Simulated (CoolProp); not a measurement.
Values from CoolProp's reference Helmholtz-energy equation of state, Smukala 2000.

**Question.** For ethylene, give the phase and the density (kg/m³), cv (kJ/(kg K)), speed of sound (m/s), expansivity (1/kK) at 229.3 K and 3.42 MPa; 276.7 K and 3.42 MPa; 347.8 K and 3.42 MPa.

**Answer.** 
- 229.3 K and 3.42 MPa: liquid; density 475, cv 1.33, speed of sound 863, expansivity 4.13
- 276.7 K and 3.42 MPa: gas; density 61.1, cv 1.38, speed of sound 258, expansivity 12.3
- 347.8 K and 3.42 MPa: gas; density 37.9, cv 1.46, speed of sound 327, expansivity 4.40
